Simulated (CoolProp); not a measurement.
Saturation properties of R141b.

Model: reference Helmholtz-energy equation of state, Lemmon 2006, in CoolProp. It is a short technical equation, of lower accuracy than the large ones.

```csv
T (K),p (MPa),liquid density (kg/m³),liquid cp (kJ/(kg K)),surface tension (mN/m)
303.4,0.09509,1224,1.161,17.5
308.5,0.1136,1214,1.168,16.9
313.5,0.1344,1204,1.176,16.3
318.6,0.1586,1193,1.184,15.7
323.7,0.1860,1183,1.192,15.1
328.7,0.2162,1173,1.201,14.5
333.8,0.2508,1162,1.210,13.9
338.9,0.2895,1151,1.220,13.3
```

It boils at 305.2 K under 1 atm.

Surface tension comes from a separate correlation (Mulero 2012).
